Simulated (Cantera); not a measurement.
## Equilibrium for aluminium nitride and oxide growth: Al(CH3)3 + NH3 + N2

A closed system holds: 1 mol Al(CH3)3, 49 mol NH3, 150 mol N2, equilibrated at 0.00400 bar.

Method: chemical equilibrium by Gibbs-energy minimisation in Cantera with the NASA 1993 tables (ideal gas, pure condensed phases). Candidate condensed phases: Al, AlN, C, C6H6, C7H8, C8H18; 97 gas species. The feed counts by its element totals alone. Kinetics and transport are ignored.

```
T (°C)  log p N2  log p H2  log p H  log p HCN  log p CH4  n AlN(s)  n C(graphite)
------  --------  --------  -------  ---------  ---------  --------  -------------
400        -2.56     -2.92     <-14     -11.42      -4.66      1.00           1.62
600        -2.56     -2.91   -11.78      -9.03      -6.16      1.00           2.96
800        -2.56     -2.91    -9.31      -7.55      -7.15      1.00           2.99
1000       -2.56     -2.91    -7.60      -6.53      -7.84      1.00           2.98
1200       -2.56     -2.91    -6.35      -5.79      -8.35     1.000           2.90
1400       -2.56     -2.91    -5.40      -5.24      -8.73     0.985           2.61
1600       -2.56     -2.92    -4.65      -4.80      -9.05         0           1.91
1800       -2.57     -2.94    -4.05      -4.46      -9.33         0          0.469
2000       -2.58     -2.99    -3.57      -4.41      -9.83         0              0
```
log p: log10 of the partial pressure in bar; n: condensed amount in mol.

From 400 °C to 1400 °C the condensed part is AlN(s) + C(graphite). From 1600 °C to 1800 °C the condensed part is C(graphite). At 2000 °C nothing is condensed.
